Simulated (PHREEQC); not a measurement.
Consider water at 25 °C with 0.081 mol ZnSO4, 0.0012 mol FeCl2 and 0.00051 mol H2SO4 per kg of water. Closed to the air; pH follows from the charge balance.

Equilibrium calculation in PHREEQC: ion-association model, phreeqc.dat.

This is a speciation only: nothing precipitates in the calculation.

Problem. Estimate the pH.

Solution. pH 3.40.

Problem. In which forms is Cl present?

Solution. Cl- 97 %, ZnCl+ 3.4 % of the Cl.
